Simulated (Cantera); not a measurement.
An adiabatic, constant-pressure homogeneous reactor starts with CH₄ : O₂ : N₂ = 1 : 5.41 : 20.3 (molar parts), at 1548 K and 5.00 bar. Integrator tolerance rtol = 1e-08.

Computed with Cantera and GRI-Mech 3.0 (53 species, 325 reactions).

Task: What does this change do: N2 20.3 to 27 parts?

Result: 
```
quantity                                                              before                                      after
---------------------------------  -----------------------------------------  -----------------------------------------
time of steepest temperature rise                                   0.156 ms                                   0.193 ms
temperature at 0.300 s                                                2288 K                                     2163 K
equilibrium temperature                                               2288 K                                     2161 K
x(CH₄) at 0.300 s                      <1e-12 (gas-phase equilibrium <1e-12)      <1e-12 (gas-phase equilibrium <1e-12)
x(O₂) at 0.300 s                         0.121 (gas-phase equilibrium 0.121)      0.0980 (gas-phase equilibrium 0.0975)
x(CO) at 0.300 s                   0.000515 (gas-phase equilibrium 0.000515)  0.000198 (gas-phase equilibrium 0.000196)
x(C₂H) at 0.300 s                      <1e-12 (gas-phase equilibrium <1e-12)      <1e-12 (gas-phase equilibrium <1e-12)
x(CH₂O) at 0.300 s                     <1e-12 (gas-phase equilibrium <1e-12)      <1e-12 (gas-phase equilibrium <1e-12)
```

Task: What does this change do: constant volume in place of constant pressure?

Result: 
```
quantity                                                              before                                      after
---------------------------------  -----------------------------------------  -----------------------------------------
time of steepest temperature rise                                   0.156 ms                                   0.150 ms
temperature at 0.300 s                                                2288 K                                     2454 K
equilibrium temperature                                               2288 K                                     2454 K
x(CH₄) at 0.300 s                      <1e-12 (gas-phase equilibrium <1e-12)      <1e-12 (gas-phase equilibrium <1e-12)
x(O₂) at 0.300 s                         0.121 (gas-phase equilibrium 0.121)        0.118 (gas-phase equilibrium 0.118)
x(CO) at 0.300 s                   0.000515 (gas-phase equilibrium 0.000515)    0.00108 (gas-phase equilibrium 0.00108)
x(C₂H) at 0.300 s                      <1e-12 (gas-phase equilibrium <1e-12)      <1e-12 (gas-phase equilibrium <1e-12)
x(CH₂O) at 0.300 s                     <1e-12 (gas-phase equilibrium <1e-12)  1.22e-12 (gas-phase equilibrium 1.22e-12)
```
